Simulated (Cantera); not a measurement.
## Premixed flame

A freely propagating, adiabatic, planar premixed flame of 6.61 % CO, 5.82 % H2, 3.90 % CH4, 15.2 % O2, 57.2 % N2, 11.2 % CO2, equivalence ratio 0.92, unburnt at 323 K and 2180 Torr; multicomponent transport, grid criteria slope 0.08 and curve 0.16, no radiation.

Model: GRI-Mech 3.0 (53 species, 325 reactions), integrated in Cantera. Burning velocities carry a grid error of a few per cent, more on coarse grids.

```csv
z (mm),T (K),u (m/s),x CO,x H2,x CH4,x CH2CO,x CH2O,x HCN
-0.743,323,0.229,0.0662,0.0569,0.0390,<1e-8,<1e-8,<1e-8
-0.495,324,0.229,0.0664,0.0538,0.0391,<1e-8,1.78e-7,<1e-8
-0.372,332,0.233,0.0666,0.0494,0.0391,<1e-8,1.83e-6,<1e-8
-0.248,384,0.268,0.0668,0.0401,0.0378,1.44e-7,2.52e-5,<1e-8
-0.124,733,0.507,0.0643,0.0248,0.0275,2.85e-6,0.000321,3.10e-8
-0.0619,1113,0.768,0.0605,0.0169,0.0154,9.57e-6,0.000513,7.75e-8
0,1495,1.03,0.0526,0.00965,0.00319,1.17e-5,0.000227,1.49e-7
0.0619,1680,1.14,0.0383,0.00494,0.000128,8.90e-7,1.72e-5,1.06e-7
0.124,1766,1.20,0.0282,0.00356,3.03e-6,2.26e-8,5.20e-7,3.28e-8
0.248,1855,1.25,0.0192,0.00261,<1e-8,<1e-8,<1e-8,<1e-8
0.495,1926,1.29,0.0123,0.00165,<1e-8,<1e-8,<1e-8,<1e-8
0.991,1975,1.32,0.00714,0.000930,<1e-8,<1e-8,<1e-8,<1e-8
1.98,2003,1.33,0.00388,0.000502,<1e-8,<1e-8,<1e-8,<1e-8
```
x: mole fraction of selected species; z is measured from the peak of heat release.

```
Item                          Value
------------------------  ---------
laminar burning velocity  22.9 cm/s
thermal thickness          0.248 mm
peak x(CH2CO)               1.43e-5
peak x(CH2O)               0.000519
peak x(HCN)                 1.57e-7
grid points                     135
```
